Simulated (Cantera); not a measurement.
An isothermal, constant-pressure homogeneous reactor starts with 0.826 % H2, 39.3 % O2, 59.0 % N2, 0.826 % H2O, equivalence ratio 0.011, at 1048 K and 20.0 Torr.

Model: GRI-Mech 3.0 (53 species, 325 reactions), integrated in Cantera. Radical loss at walls, strong at low pressure, is not modelled.

One state of this run: x H2 = 2.84e-5; x O2 = 0.390; x NO = 2.33e-8; x NO2 = 1.21e-11; x H = 6.73e-5. x: mole fraction; the columns are a selection and need not sum to one.

**Question.** Which value of t (s) does it belong to?
A) 6.32e-5
B) 0.200
C) 0.00632
D) 0.0632

**Answer.** D, 0.0632
